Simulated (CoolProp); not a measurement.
n-butane at 563.09 K and 1.01 MPa flows at 0.19 m/s in a round tube of 4.6 mm bore and 15 µm roughness, fully developed (64/Re and Nu = 3.66 if laminar; Colebrook and Gnielinski if turbulent). Each further row changes one setting.

Model: reference Helmholtz-energy equation of state, Bücker 2006, in CoolProp.

| case | Reynolds number | Darcy friction factor | pressure drop (Pa/m) | heat-transfer coefficient (W/(m² K)) | mass flow (kg/h) |
|---|---|---|---|---|---|
| as stated | 815 | 0.0786 | 4.00 | 43.8 | 0.147 |
| velocity 0.38 m/s | 1630 | 0.0393 | 7.99 | 43.8 | 0.295 |
| diameter 9.2 mm | 1630 | 0.0393 | 0.999 | 21.9 | 0.590 |

Viscosity comes from a separate model (Vogel 1999). Thermal conductivity comes from a separate model (Perkins 2002).
